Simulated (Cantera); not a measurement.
Charge: 1 mol BaF₂, 0.44 mol H₂O, 13 mol N₂, at 18.0 mbar.

Method: chemical equilibrium by Gibbs-energy minimisation in Cantera with the NASA 1993 tables (ideal gas, pure condensed phases). Candidate condensed phases: Ba, BaF₂, BaO, Ba(OH)₂, H₂O; 45 gas species. The numbers say what is thermodynamically allowed, not how fast it happens.

Q: At 1902 °C, list the 6 most abundant gas species with their mole fractions, and the condensed phases.

A: N₂ 0.891, BaF₂ 0.0601, H₂O 0.0200, HF 0.00943, BaF 0.00759, H₂ 0.00294. Condensed: gas only.
